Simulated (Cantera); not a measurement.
Cantera with NASA thermochemical tables; ideal gases at 1 bar, condensed phases pure. Values are per mole of reaction as written; species without (g) are pure solids or liquids, kept so even where they would boil at 1 bar.

Q: Between 300 and 1575 K, where is each reaction favourable under standard conditions?
- 4 PH3(g) + 12 N2O(g) ⇌ 12 N2(g) + P4(g) + 6 H2O2(g)

A: 
- 4 PH3(g) + 12 N2O(g) ⇌ 12 N2(g) + P4(g) + 6 H2O2(g): ΔG° is -1911 kJ at 300 K and -2540 kJ at 1575 K; it stays negative (K > 1). ΔH° is -1823 kJ and ΔS° 455 J/K at 1575 K.
